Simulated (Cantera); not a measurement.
Input: 1 mol Fe3O4, 7.7 mol CO, 1.3 mol H2, equilibrated at 0.0100 bar.

Method: chemical equilibrium by Gibbs-energy minimisation in Cantera with the NASA 1993 tables (ideal gas, pure condensed phases). Candidate condensed phases: C, C6H6, C7H8, C8H18, Fe, Fe(CO)5, FeO, Fe(OH)2, Fe(OH)3, Fe2O3, Fe3O4, H2O; 114 gas species. Mutual solubility and eutectic melting of coexisting phases are not modelled. The tables' stoichiometric FeO is somewhat more stable than real wüstite, so its field is too wide. FeO: taken at fixed stoichiometry. The numbers say what is thermodynamically allowed, not how fast it happens. All values below are at 1450 °C.

Base state: CO 0.754, CO2 0.100, H2 0.0982, H2O 0.0458, Fe 0.000913, H 0.000572, OH 1.46e-5 (mole fractions); condensed: Fe(δ) + FeO(l).

Question: What changes in the equilibrium state with this change: H2 from 1.3 to 0.16 mol?

Answer: 
| species | before | after |
|---|---|---|
| CO | 0.754 | 0.857 |
| CO2 | 0.100 | 0.121 |
| H2 | 0.0982 | 0.0135 |
| H2O | 0.0458 | 0.00671 |
| Fe | 0.000913 | 0.000856 |
| H | 0.000572 | 0.000212 |
| OH | 1.46e-5 | 5.77e-6 |
| Fe(δ), mol | 0.306 | 0 |
| FeO(l), mol | 2.69 | 2.99 |
